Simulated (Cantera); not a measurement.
Ignition delay

Mixture: 5.17 % CH₄, 19.9 % O₂, 74.9 % N₂, equivalence ratio 0.52, at 33.0 bar, adiabatic and at constant volume. Ignition delay is the time to a rise of 400 K.

Computed with Cantera and GRI-Mech 3.0 (53 species, 325 reactions). The pressure lies above the range GRI-Mech 3.0 was tuned for (to about 10 atm).

```csv
T0 (K),delay (ms)
1200,1.04
1300,0.327
1400,0.120
1500,0.0491
1600,0.0219
1700,0.0106
```

| Item | Result |
|---|---|
| apparent activation energy between 1500 and 1700 K | 160 kJ/mol |
